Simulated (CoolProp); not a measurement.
The numbers come from the reference Helmholtz-energy equation of state, Pan 2012 in CoolProp.

Problem. Give the vapour pressure (kPa), liquid density (kg/m³), vapour density (kg/m³), enthalpy of vaporisation (kJ/kg) of saturated R236FA at 8.85, 77.25 °C.

Solution. 
| T (°C) | p (kPa) | liquid density (kg/m³) | vapour density (kg/m³) | enthalpy of vaporisation (kJ/kg) |
|---|---|---|---|---|
| 8.85 | 153 | 1410 | 10.6 | 154 |
| 77.25 | 1170 | 1150 | 82.4 | 109 |
